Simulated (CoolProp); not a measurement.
Vapour-liquid equilibrium of propylene (1) + R134a (2) at 63.25 °C; x and y are mole fractions of (1).

The numbers come from the multi-fluid Helmholtz-energy mixture model, Lemmon 2013 and Tillner-Roth 1994; pair parameters Bell 2016 in CoolProp.

### Question
Give the bubble pressure and the first vapour's composition at x = 0.05, 0.2, 0.65. Is there an azeotrope?

### Answer
x = 0.05: 1.959 MPa, y = 0.093; x = 0.2: 2.322 MPa, y = 0.298; x = 0.65: 2.869 MPa, y = 0.670. y crosses x between x = 0.65 and 0.8: the model has an azeotrope there.

Pair parameters are fitted to limited data, so mixtures are less certain than the pure fluids.
